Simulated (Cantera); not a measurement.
Input: 1 mol CH2F2, 1.6 mol F2, 0.11 mol H2, equilibrated at 0.100 bar.

These are equilibrium values from Cantera (NASA tables, ideal gas, pure condensed phases), not measurements of a reactor. Candidate condensed phases: C, C6H6, C7H8, C8H18; 95 gas species. Gases not in the tables: C2F6 and larger saturated fluorocarbons. Rates play no part. All values below are at 1475 K.

Base state: HF 0.749, CF4 0.251, CF2 4.63e-5, CF3 1.45e-5 (mole fractions); condensed: C(graphite).

Problem. What changes in the equilibrium state with this change: CH2F2 replaced by CH3F?

Solution. 
| species | before | after |
|---|---|---|
| HF | 0.749 | 0.929 |
| CF4 | 0.251 | 0.0707 |
| CF2 | 4.63e-5 | 2.46e-5 |
| CF3 | 1.45e-5 | 5.62e-6 |
| C(graphite), mol | 0.255 | 0.755 |
